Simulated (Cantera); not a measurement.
Charge: 1 mol MgO, 4.9 mol Cl2, 1.6 mol H2, at 652 °C and 1.70 Pa.

Equilibrium computed with Cantera from the NASA thermochemical tables; the gas is ideal and each condensed phase is pure. Candidate condensed phases: H2O, Mg, MgCl2, MgO, Mg(OH)2; 22 gas species. Condensed phases not in the tables: MgOHCl. Equilibrium is a limit: real reactors are often held back by kinetics, nucleation or transport.

Base state: HCl 0.485, Cl2 0.479, Cl 0.0194, MgCl2 0.0115, O2 0.00572, H2O 9.20e-5 (mole fractions); condensed: MgO(s).

Problem. What changes in the equilibrium state with this change: H2 from 1.6 to 0.94 mol?

Solution. 
```json
[
 {"species": "Cl2", "before": "0.479", "after": "0.641"},
 {"species": "HCl", "before": "0.485", "after": "0.316"},
 {"species": "Cl", "before": "0.0194", "after": "0.0225"},
 {"species": "MgCl2", "before": "0.0115", "after": "0.0140"},
 {"species": "H2O", "before": "9.20e-5", "after": "3.23e-5"},
 {"species": "O2", "before": "0.00572", "after": "0.00697"},
 {"species": "MgO(s), mol", "before": "0.924", "after": "0.917"}
]
```

Problem. What changes in the equilibrium state with this change: H2 from 1.6 to 0.41 mol?

Solution. 
| species | before | after |
|---|---|---|
| Cl2 | 0.479 | 0.799 |
| HCl | 0.485 | 0.151 |
| Cl | 0.0194 | 0.0251 |
| MgCl2 | 0.0115 | 0.0162 |
| H2O | 9.20e-5 | 6.38e-6 |
| O2 | 0.00572 | 0.00809 |
| MgO(s), mol | 0.924 | 0.912 |
